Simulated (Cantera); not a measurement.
## Equilibrium for thermal oxidation and active oxidation of silicon: Si + H2O + N2

Charge: 1 mol Si, 0.45 mol H2O, 220 mol N2, equilibrated at 1052 °C and 0.100 bar.

These are equilibrium values from Cantera (NASA tables, ideal gas, pure condensed phases), not measurements of a reactor. Candidate condensed phases: H2O, Si, SiO2, Si2N2O, Si3N4; 35 gas species. N2 is the only nitrogen source here; it is nearly inert below about 1500 K, so the nitride shown seldom forms there in practice. Mutual solubility and eutectic melting of coexisting phases are not modelled. Equilibrium is a limit: real reactors are often held back by kinetics, nucleation or transport.

| Property | Result |
|---|---|
| x(N2) | 0.998 |
| x(H2) | 0.00205 |
| n(Si2N2O(s)) | 0.450 mol |
| n(Si3N4(s)) | 0.0333 mol |
| gas amount | 219.9 mol |
| log10 activity of Si(s) (absent) | -3.35 |
